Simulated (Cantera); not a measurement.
Input: 1 mol Pb, 6 mol NH3, 2.4 mol N2, held at 1550 K and 7.50 Torr.

Method: chemical equilibrium by Gibbs-energy minimisation in Cantera with the NASA 1993 tables (ideal gas, pure condensed phases). Candidate condensed phases: Pb; 11 gas species. The numbers say what is thermodynamically allowed, not how fast it happens.

Base state: H2 0.584, N2 0.351, Pb 0.0649, H 0.000241 (mole fractions); condensed: gas only.

Q: What changes in the equilibrium state with this change: temperature from 1550 K to 725 K?

A: 
```tsv
species	before	after
H2	0.584	0.625
N2	0.351	0.375
NH3	1.42e-7	2.07e-5
Pb	0.0649	3.37e-7
H	0.000241	<1e-9
Pb(l), mol	0	1.000
```
